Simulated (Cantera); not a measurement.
A closed system holds: 1 mol Al₂O₃, 0.45 mol H₂O, 0.063 mol O₂, at 1275 K and 47.3 Torr.

Equilibrium computed with Cantera from the NASA thermochemical tables; the gas is ideal and each condensed phase is pure. Candidate condensed phases: Al, Al₂O₃, H₂O; 19 gas species. Kinetics and transport are ignored.

Question: What is the equilibrium state?

Answer: 
- x(H₂O) = 0.877
- x(O₂) = 0.123
- x(OH) = 4.04e-5
- n(Al₂O₃(s)) = 1.00 mol
- gas amount = 0.5130 mol
- log10 activity of Al(l) (absent) = -24.44
